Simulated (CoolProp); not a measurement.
Vapour-liquid equilibrium of R143a (1) + dimethyl ether (2) at 0.012 MPa; x and y are mole fractions of (1).

Model: multi-fluid Helmholtz-energy mixture model, Lemmon and Jacobsen 2000 and Wu 2011; pair parameters Bell 2016, in CoolProp.

| x | bubble temperature, mixture model (K) | bubble temperature, Raoult's law (K) | y, mixture model | y, Raoult's law |
|---|---|---|---|---|
| 0.05 | 206.1 | 206.7 | 0.183 | 0.154 |
| 0.15 | … | 203.6 | 0.426 | 0.384 |
| 0.25 | 199.7 | 201.0 | 0.578 | 0.547 |
| 0.35 | 197.6 | 198.8 | 0.682 | 0.666 |
| 0.45 | … | 196.9 | 0.759 | 0.755 |
| 0.55 | 194.3 | 195.1 | 0.819 | 0.824 |
| 0.65 | 193.0 | 193.6 | 0.868 | 0.878 |
| 0.75 | 191.8 | 192.2 | 0.911 | 0.922 |
| 0.85 | … | 191.0 | 0.949 | 0.958 |
| 0.95 | 189.8 | 189.8 | 0.983 | 0.987 |

### Question
Some entries are withheld; supply them.

### Answer

- 0.15, bubble temperature, mixture model (K): 202.5
- 0.45, bubble temperature, mixture model (K): 195.8
- 0.85, bubble temperature, mixture model (K): 190.8

The largest gap from Raoult's law is -1.3 K in bubble temperature, at x = 0.25. No azeotrope shows between x = 0.05 and 0.95.

The pair parameters rest on a limited set of measurements; away from them the model extrapolates.
